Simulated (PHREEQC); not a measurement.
Consider water at 80 °C with 0.0038 mol ZnCl2 and 0.033 mol H3BO3 per kg of water. Closed to the air; pH follows from the charge balance.

The numbers come from PHREEQC with the ion-association model, wateq4f.dat.

No solid was allowed to form.

### Question
Estimate the pH, ionic strength.

### Answer
pH 4.95; ionic strength 0.0107 mol/kgw.

### Question
In which forms is Cl present?

### Answer
Cl- 96 %, ZnCl+ 4.4 % of the Cl.

Complexes and solids missing from the database can't appear. Constants without temperature data keep their 25 °C values here.
